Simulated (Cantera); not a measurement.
Charge: 1 mol MgO, 5.1 mol CO, 0.35 mol H2, 0.45 mol CH4, equilibrated at 1700 K and 9.80 bar.

Equilibrium computed with Cantera from the NASA thermochemical tables; the gas is ideal and each condensed phase is pure. Candidate condensed phases: C, C6H6, C7H8, C8H18, H2O, Mg, MgCO3, MgO, Mg(OH)2; 116 gas species. Equilibrium is a limit: real reactors are often held back by kinetics, nucleation or transport.

Base state: CO 0.802, H2 0.196, CO2 0.000891, H2O 0.000742, CH4 0.000411, H 2.08e-5, C2H2 (acetylene) 1.44e-5 (mole fractions); condensed: C(graphite) + MgO(s).

Problem. What changes in the equilibrium state with this change: temperature from 1700 K to 1200 K?

Solution. 
```csv
species,before,after
CO,0.802,0.694
H2,0.196,0.180
CO2,0.000891,0.0892
H2O,0.000742,0.0318
H,2.08e-5,2.67e-8
C2H2 (acetylene),1.44e-5,1.85e-8
CH4,0.000411,0.00501
"C(graphite), mol",0.458,1.10
"MgO(s), mol",1.000,1.00
```
